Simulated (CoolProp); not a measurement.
A single-stage vapour-compression cycle with R125: evaporating at 207.15 K (dew point), condensing at 258.15 K (bubble point), superheat 0 K, subcooling 2 K, compressor efficiency 0.65, no pressure losses. Each further row changes one setting.

The numbers come from the reference Helmholtz-energy equation of state, Lemmon 2005 in CoolProp.

| case | cooling COP | pressure ratio | discharge temperature (K) | refrigerating effect (kJ/kg) | volumetric capacity (kJ/m³) |
|---|---|---|---|---|---|
| as stated | 2.09 | 10.5 | 292.3 | 118 | 323 |
| evaporating temperature 212.15 K | 2.44 | ___ | ___ | 121 | ___ |
| condensing temperature 253.15 K | 2.40 | ___ | 285.4 | 124 | 339 |
| subcooling 7 K | 2.20 | 10.5 | 292.3 | 124 | 339 |
| superheat 10 K | 2.10 | 10.5 | ___ | 124 | 324 |
| compressor efficiency 0.55 | ___ | 10.5 | ___ | 118 | 323 |

Problem. What belongs in the gaps?

Solution. 
- evaporating temperature 212.15 K, pressure ratio: 7.89
- evaporating temperature 212.15 K, discharge temperature (K): 287.5
- evaporating temperature 212.15 K, volumetric capacity (kJ/m³): 434
- condensing temperature 253.15 K, pressure ratio: 8.78
- superheat 10 K, discharge temperature (K): 303.7
- compressor efficiency 0.55, cooling COP: 1.77
- compressor efficiency 0.55, discharge temperature (K): 304.6
